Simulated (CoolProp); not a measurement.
Vapour pressure (MPa) of R236EA: the reference equation beside estimates from Tc = 139.3 °C, pc = 3.414 MPa, ω = 0.368.

The numbers come from the reference Helmholtz-energy equation of state, Rui 2013 in CoolProp.

```
T (°C)  reference  Lee-Kesler  Soave-Redlich-Kwong  Peng-Robinson
------  ---------  ----------  -------------------  -------------
49.95           ?      0.4573               0.4588         0.4536
56.55      0.5484      0.5513               0.5540         0.5471
63.15      0.6557      0.6590               0.6634         0.6548
69.65      0.7763      0.7797               0.7864         0.7759
76.25      0.9152      0.9185                    ?         0.9155
82.85       1.072       1.075                1.088              ?
89.45       1.248       1.251                1.267          1.251
96.05           ?       1.448                1.468          1.451
102.65      1.666       1.667                1.692          1.673
109.25      1.911       1.912                    ?          1.920
115.85      2.183       2.184                2.212          2.195
122.45      2.485       2.486                2.513          2.498
129.05      2.819       2.821                2.843              ?
```

Question: Fill in the missing entries.

Answer: 
- 49.95, reference: 0.4549
- 76.25, Soave-Redlich-Kwong: 0.9280
- 82.85, Peng-Robinson: 1.073
- 96.05, reference: 1.446
- 109.25, Soave-Redlich-Kwong: 1.939
- 129.05, Peng-Robinson: 2.832

Absolute difference from the reference over all 13 rows, mean and median: Lee-Kesler 0.3 and 0.2 %, Soave-Redlich-Kwong 1.3 and 1.3 %, Peng-Robinson 0.3 and 0.3 %.
